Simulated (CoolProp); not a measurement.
Vapour-liquid equilibrium of acetone (1) + ethanol (2) at 74.15 °C; x and y are mole fractions of (1).

The numbers come from the multi-fluid Helmholtz-energy mixture model, Lemmon 2006 and Schroeder 2014; pair parameters Bell 2016 in CoolProp.

**Question.** Give the bubble pressure and the first vapour's composition at x = 0.05, 0.45, 0.75. Is there an azeotrope?

**Answer.** x = 0.05: 0.9661 bar, y = 0.156; x = 0.45: 1.500 bar, y = 0.638; x = 0.75: 1.704 bar, y = 0.820. No azeotrope shows between x = 0.05 and 0.95.

The pair parameters rest on a limited set of measurements; away from them the model extrapolates.
